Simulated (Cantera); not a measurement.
Catalytic combustion on Pt

An isothermal plug-flow reactor at 475 K and 750 Torr (inlet), inlet velocity 1.2 m/s, active area per volume 380 1/m; feed 0.739 % H2, 12.1 % O2, 87.1 % N2.

Detailed kinetics in Cantera: Deutschmann's 1995 Pt surface mechanism with GRI-Mech 3.0 gas chemistry. Catalytic surfaces can have several steady states; this one follows from the mechanism file's or the stated starting coverage. Mass transfer to the wall is taken as infinitely fast.

```tsv
z (m)	x H2	x O2	x H2O	θ free Pt	θ O*	θ OH*
7e-05	0.00704	0.121	0.000354	0.0823	0.892	0.0260
0.00015	0.00667	0.121	0.000721	0.0782	0.895	0.0264
0.00033	0.00597	0.121	0.00142	0.0702	0.903	0.0269
0.0007	0.00491	0.120	0.00249	0.0579	0.915	0.0268
0.0015	0.00354	0.120	0.00386	0.0420	0.933	0.0254
0.0033	0.00217	0.119	0.00524	0.0259	0.952	0.0218
0.007	0.00121	0.119	0.00621	0.0144	0.968	0.0173
```
x: gas mole fraction; θ: surface coverage.
